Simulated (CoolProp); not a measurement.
Ethane at 293.15 K and 3.05 MPa flows at 1.7 m/s in a round tube of 10 mm bore and 15 µm roughness, fully developed (64/Re and Nu = 3.66 if laminar; Colebrook and Gnielinski if turbulent). Each further row changes one setting.

The numbers come from the reference Helmholtz-energy equation of state, Bücker 2006 in CoolProp.

```json
[
 {"case": "as stated", "Reynolds number": "86800", "Darcy friction factor": "0.0240", "pressure drop (Pa/m)": "___", "heat-transfer coefficient (W/(m² K))": "___", "mass flow (kg/h)": "26.4"},
 {"case": "velocity 3.4 m/s", "Reynolds number": "174000", "Darcy friction factor": "0.0230", "pressure drop (Pa/m)": "728", "heat-transfer coefficient (W/(m² K))": "1450", "mass flow (kg/h)": "___"},
 {"case": "diameter 20 mm", "Reynolds number": "174000", "Darcy friction factor": "___", "pressure drop (Pa/m)": "80.2", "heat-transfer coefficient (W/(m² K))": "642", "mass flow (kg/h)": "106"}
]
```

Problem. Complete the blanks.

Solution. 
- as stated, pressure drop (Pa/m): 190
- as stated, heat-transfer coefficient (W/(m² K)): 753
- velocity 3.4 m/s, mass flow (kg/h): 52.8
- diameter 20 mm, Darcy friction factor: 0.0202

Viscosity comes from a separate model (Friend 1991). Thermal conductivity comes from a separate model (Friend 1991).
